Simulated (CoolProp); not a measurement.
A closed Brayton cycle with nitrogen: compressor inlet 318.15 K and 4.2 MPa, high pressure 8.23 MPa, turbine inlet 910 K, compressor efficiency 0.8, turbine efficiency 0.9, recuperator effectiveness 0.95 (on enthalpy, no pinch check). Each further row changes one setting.

The numbers come from the reference Helmholtz-energy equation of state, Span 2000 in CoolProp.

| case | thermal efficiency (%) | net work (kJ/kg) | compressor to turbine work | compressor exit (K) | turbine exit (K) |
|---|---|---|---|---|---|
| as stated | 36.4 | 64.5 | 0.58 | 403.0 | 777.5 |
| turbine inlet 860 K | ___ | 56.1 | 0.61 | 403.0 | 733.5 |
| compressor inlet 328.15 K | ___ | 61.6 | ___ | ___ | 777.5 |
| high pressure 7 MPa | ___ | 53.0 | 0.55 | ___ | 807.6 |
| recuperator effectiveness 0.5 | 17.9 | 64.5 | 0.58 | 403.0 | 777.5 |

Q: Complete the blanks.

A: 
- turbine inlet 860 K, thermal efficiency (%): 33.7
- compressor inlet 328.15 K, thermal efficiency (%): 35.0
- compressor inlet 328.15 K, compressor to turbine work: 0.60
- compressor inlet 328.15 K, compressor exit (K): 415.6
- high pressure 7 MPa, thermal efficiency (%): 36.6
- high pressure 7 MPa, compressor exit (K): 381.1
